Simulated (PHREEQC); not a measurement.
0.13 g of hydrous ferric oxide (600 m²/g; 0.2 weak and 0.005 strong sites per Fe, Dzombak-Morel constants, diffuse double layer) in 1 kg of water with 0.1 mol/kgw of an inert sodium salt and 0.25 mmol/kgw PbCl2 and 0.011 mmol/kgw H3BO3, at 25 °C; the pH is set by adding NaOH or the inert anion's acid. O2 is buffered at 0.21 atm. No CO2 enters from the air. Nothing may precipitate in this run.

Base run: PHREEQC, ion-association model, wateq4f.dat. Each further column changes one thing. The table gives Pb sorbed (%).

```json
[
 {"pH": "4", "base": "2.9", "no electrostatic term (-no_edl)": "2.9", "background salt from 0.1 to 0.01 mol/kgw": "2.9", "oxide from 0.13 to 0.65 g/kgw": "14.1", "0.00092 mol/kgw Na2HAsO4 added": "2.8"},
 {"pH": "4.67", "base": "4.5", "no electrostatic term (-no_edl)": "5.2", "background salt from 0.1 to 0.01 mol/kgw": "4.5", "oxide from 0.13 to 0.65 g/kgw": "21.0", "0.00092 mol/kgw Na2HAsO4 added": "2.9"},
 {"pH": "5.33", "base": "18.7", "no electrostatic term (-no_edl)": "29.8", "background salt from 0.1 to 0.01 mol/kgw": "17.0", "oxide from 0.13 to 0.65 g/kgw": "58.9", "0.00092 mol/kgw Na2HAsO4 added": "4.1"},
 {"pH": "6", "base": "51.9", "no electrostatic term (-no_edl)": "79.0", "background salt from 0.1 to 0.01 mol/kgw": "43.1", "oxide from 0.13 to 0.65 g/kgw": "93.8", "0.00092 mol/kgw Na2HAsO4 added": "21.3"},
 {"pH": "6.67", "base": "72.8", "no electrostatic term (-no_edl)": "97.4", "background salt from 0.1 to 0.01 mol/kgw": "61.6", "oxide from 0.13 to 0.65 g/kgw": "99.4", "0.00092 mol/kgw Na2HAsO4 added": "50.6"},
 {"pH": "7.33", "base": "81.9", "no electrostatic term (-no_edl)": "99.7", "background salt from 0.1 to 0.01 mol/kgw": "69.4", "oxide from 0.13 to 0.65 g/kgw": "99.9", "0.00092 mol/kgw Na2HAsO4 added": "73.0"},
 {"pH": "8", "base": "83.4", "no electrostatic term (-no_edl)": "99.9", "background salt from 0.1 to 0.01 mol/kgw": "70.3", "oxide from 0.13 to 0.65 g/kgw": "100.0", "0.00092 mol/kgw Na2HAsO4 added": "86.8"},
 {"pH": "8.67", "base": "79.5", "no electrostatic term (-no_edl)": "99.9", "background salt from 0.1 to 0.01 mol/kgw": "67.6", "oxide from 0.13 to 0.65 g/kgw": "100.0", "0.00092 mol/kgw Na2HAsO4 added": "88.4"},
 {"pH": "9.33", "base": "73.3", "no electrostatic term (-no_edl)": "99.9", "background salt from 0.1 to 0.01 mol/kgw": "64.8", "oxide from 0.13 to 0.65 g/kgw": "100.0", "0.00092 mol/kgw Na2HAsO4 added": "87.8"},
 {"pH": "10", "base": "67.5", "no electrostatic term (-no_edl)": "98.7", "background salt from 0.1 to 0.01 mol/kgw": "62.5", "oxide from 0.13 to 0.65 g/kgw": "100.0", "0.00092 mol/kgw Na2HAsO4 added": "86.8"},
 {"pH": "10.67", "base": "62.1", "no electrostatic term (-no_edl)": "83.4", "background salt from 0.1 to 0.01 mol/kgw": "60.6", "oxide from 0.13 to 0.65 g/kgw": "100.0", "0.00092 mol/kgw Na2HAsO4 added": "84.8"},
 {"pH": "11.33", "base": "55.6", "no electrostatic term (-no_edl)": "17.1", "background salt from 0.1 to 0.01 mol/kgw": "58.2", "oxide from 0.13 to 0.65 g/kgw": "100.0", "0.00092 mol/kgw Na2HAsO4 added": "80.2"},
 {"pH": "12", "base": "40.1", "no electrostatic term (-no_edl)": "2.8", "background salt from 0.1 to 0.01 mol/kgw": "50.1", "oxide from 0.13 to 0.65 g/kgw": "98.1", "0.00092 mol/kgw Na2HAsO4 added": "54.6"}
]
```

In at least one series the solution becomes supersaturated in solids that the run did not let form, among them Litharge.  The database has no arsenate complexes of Pb.
